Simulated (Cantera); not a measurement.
A closed system holds: 1 mol Si₃N₄, 8.7 mol Cl₂, 0.7 mol H₂, equilibrated at 1477 °C and 0.133 bar.

Cantera equilibrium calculation (NASA polynomials, part measured and part estimated; ideal gas, pure solids and liquids). Candidate condensed phases: NH₄Cl, Si, Si₃N₄; 28 gas species. The tables' values for SiCl₃ are old estimates; treat these amounts as uncertain. The numbers say what is thermodynamically allowed, not how fast it happens.

Base state: SiCl₄ 0.316, Cl 0.219, N₂ 0.212, HCl 0.148, Cl₂ 0.103, SiCl₃ 0.00173, SiCl₂ 1.68e-5 (mole fractions); condensed: gas only.

**Question.** What changes in the equilibrium state with this change: pressure from 0.133 bar to 1.00 bar?

**Answer.** 
```csv
species,before,after
SiCl₄,0.316,0.338
N₂,0.212,0.226
Cl₂,0.103,0.174
Cl,0.219,0.104
HCl,0.148,0.158
SiCl₂,1.68e-5,1.42e-6
SiCl₃,0.00173,0.000521
```
